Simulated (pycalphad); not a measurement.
Computed with pycalphad from the COST 507 light-alloy database (1999), at 1 atm. These are 1990s assessments: newer ones move some temperatures and phases. Phase fractions are per mole of atoms.

Problem. Give the equilibrium state of Al-8.362N (wt.%) at 1100 K.

Solution. liquid, fraction 0.702, with 0.02 N wt.%; ALN, fraction 0.298, with 34.2 N wt.%.

Problem. Give the equilibrium state of Al-8.362N (wt.%) at 575 K.

Solution. fcc, fraction 0.701, with <0.01 N wt.%; ALN, fraction 0.299, with 34.2 N wt.%.

Database names, with the compositions (at.%) that they take in these runs: ALN: Al 50 N 50.
